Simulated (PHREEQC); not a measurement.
Model water analysis in mmol/kgw, 20 °C, pH 6.79, pe 10.2: Na 22.8; K 1.32; Ca 0.739; Mg 4.82; Cl 7.51; S(6) 6.1; Alkalinity (meq/kgw) 15; Br 0.061; Cu(2) 0.524.

Na is adjusted to close the charge balance.
Valence states are taken as typed.

Computed with PHREEQC (ion-association model, wateq4f.dat).

Each row changes one thing in this solution. No solid was allowed to form.

```
case                                               ionic strength (mol/kgw)  CO2 (mol/kgw)  MgSO4 (mol/kgw)  CuCO3 (mol/kgw)  NaSO4- (mol/kgw)  CuHCO3+ (mol/kgw)  SI of Cu(OH)2 (Cu(OH)2)  SI of Magnesite (MgCO3)
-------------------------------------------------  ------------------------  -------------  ---------------  ---------------  ----------------  -----------------  -----------------------  -----------------------
as made                                                              0.0402        0.00447         0.000897         0.000317          0.000239           0.000138                    +0.05                    -0.30
pH from 6.79 to 6.29 at the same alkalinity                          0.0404         0.0143         0.000895         0.000182          0.000239           0.000250                    -0.70                    -0.80
temperature from 20 to 35 °C at the same typed pH                    0.0391            [?]          0.00114         0.000347               [?]           0.000114                    +0.52                    +0.01
Cl from 7.51 to 3.75 mmol/kgw                                        0.0364        0.00451              [?]         0.000318          0.000202           0.000137                    +0.05                      [?]
Cu(2) from 0.524 to 1.05 mmol/kgw                                    0.0394        0.00422         0.000906         0.000628          0.000228           0.000273                    +0.37                    -0.32
```

**Question.** What belongs in the gaps?

**Answer.** 
- temperature from 20 to 35 °C at the same typed pH, CO2 (mol/kgw): 0.00377
- temperature from 20 to 35 °C at the same typed pH, NaSO4- (mol/kgw): 0.000246
- Cl from 7.51 to 3.75 mmol/kgw, MgSO4 (mol/kgw): 0.000933
- Cl from 7.51 to 3.75 mmol/kgw, SI of Magnesite (MgCO3): -0.29

Some of these states are supersaturated (in Malachite, Brochantite, Atacamite, for instance).
